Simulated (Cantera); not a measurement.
A perfectly stirred reactor is fed with 23.8 % CH₄, 76.2 % H₂O, at 1.01 bar; it is held at 1250 K, and followed from long to short residence time.

Computed with Cantera and GRI-Mech 3.0 (53 species, 325 reactions).

Question: Predict: x(CH₄) at τ = 16.0 s; x(H₂O) at τ = 16.0 s; x(H₂) at τ = 16.0 s; x(CH₄) at τ = 84.0 ms; x(H₂O) at τ = 84.0 ms; x(H₂) at τ = 84.0 ms.

Answer: 
| Property | Result |
|---|---|
| x(CH₄) at τ = 16.0 s | 0.223 |
| x(H₂O) at τ = 16.0 s | 0.753 |
| x(H₂) at τ = 16.0 s | 0.0182 |
| x(CH₄) at τ = 84.0 ms | 0.238 |
| x(H₂O) at τ = 84.0 ms | 0.762 |
| x(H₂) at τ = 84.0 ms | 4.10e-5 |
